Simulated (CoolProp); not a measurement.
Vapour-liquid equilibrium of CHF3 (R23) (1) + R125 (2) at 14.3 bar; x and y are mole fractions of (1).

Computed with CoolProp (multi-fluid Helmholtz-energy mixture model, Penoncello 2003 and Lemmon 2005; pair parameters Bell 2016).

| x | bubble temperature (K) | y at the bubble point | dew temperature at overall composition x (K) | liquid density (mol/L) |
|---|---|---|---|---|
| 0.05 | 296.4 | 0.103 | 298.0 | 10.12 |
| 0.125 | [?] | 0.244 | 295.7 | 10.56 |
| 0.2 | 287.2 | 0.370 | [?] | 11.01 |
| 0.275 | [?] | 0.479 | 290.6 | 11.46 |
| 0.35 | 278.9 | [?] | 287.9 | 11.93 |
| 0.425 | 275.1 | 0.655 | 285.1 | 12.40 |
| 0.5 | 271.7 | 0.724 | 282.1 | 12.88 |
| 0.575 | 268.4 | 0.783 | 278.9 | 13.38 |
| 0.65 | 265.4 | 0.834 | 275.4 | 13.90 |
| 0.725 | 262.7 | 0.878 | 271.6 | 14.43 |
| 0.8 | 260.1 | 0.917 | 267.5 | 14.98 |
| 0.875 | 257.7 | 0.951 | 262.9 | 15.56 |
| 0.95 | 255.4 | 0.981 | 257.7 | 16.17 |

Q: Some entries are withheld; supply them.

A: 
- 0.125, bubble temperature (K): 291.7
- 0.2, dew temperature at overall composition x (K): 293.2
- 0.275, bubble temperature (K): 282.9
- 0.35, y at the bubble point: 0.574

No azeotrope shows between x = 0.05 and 0.95.

The pair parameters rest on a limited set of measurements; away from them the model extrapolates.
